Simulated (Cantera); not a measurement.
Charge: 1 mol CH3SiCl3, 0.0058 mol C3H8, 340 mol H2, 0.012 mol CH4, at 1330 Pa.

These are equilibrium values from Cantera (NASA tables, ideal gas, pure condensed phases), not measurements of a reactor. Candidate condensed phases: C, C6H6, C7H8, C8H18, Si, SiC; 109 gas species. The feed counts by its element totals alone. Rates play no part.

Question: Which condensed phases are stable at each of these points (T (K)): 1050, 1150, 1250, 1350, 1450, 1550, 1650, 1750, 1850, 1950?

Answer: 
| T (K) | condensed phases | Si condensed (%) |
|---|---|---|
| 1050 | SiC(s) | 99.9 |
| 1150 | SiC(s) | 100.0 |
| 1250 | SiC(s) | 100.0 |
| 1350 | C(graphite) + SiC(s) | 100.0 |
| 1450 | C(graphite) + SiC(s) | 100.0 |
| 1550 | C(graphite) + SiC(s) | 99.9 |
| 1650 | SiC(s) | 99.9 |
| 1750 | SiC(s) | 99.6 |
| 1850 | SiC(s) | 98.3 |
| 1950 | SiC(s) | 92.8 |

From 1050 K to 1250 K the condensed part is SiC(s). From 1350 K to 1550 K the condensed part is C(graphite) + SiC(s). From 1650 K to 1950 K the condensed part is SiC(s).
